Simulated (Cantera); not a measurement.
Charge: 1 mol CuO, a varied amount of CO, equilibrated at 977 °C and 0.00890 bar.

Equilibrium computed with Cantera from the NASA thermochemical tables; the gas is ideal and each condensed phase is pure. Candidate condensed phases: C, Cu, CuO, Cu₂O; 15 gas species. Mutual solubility and eutectic melting of coexisting phases are not modelled. Kinetics and transport are ignored.

Which condensed phases are stable at each of these points (n(CO) (mol)): 0.75, 1.1, 1.5, 2.1, 2.9, 4, 5.6, 7.9, 11, 15?


```csv
n(CO) (mol),condensed phases,Cu condensed (%)
0.75,Cu(s) + Cu₂O(s),100.0
1.1,Cu(s),100.0
1.5,Cu(s),100.0
2.1,Cu(s),100.0
2.9,Cu(s),100.0
4,Cu(s),100.0
5.6,Cu(s),100.0
7.9,Cu(s),100.0
11,Cu(s),100.0
15,Cu(s),100.0
```

At 0.75 mol CO the condensed part is Cu(s) + Cu₂O(s). From 1.1 mol CO to 15 mol CO the condensed part is Cu(s).
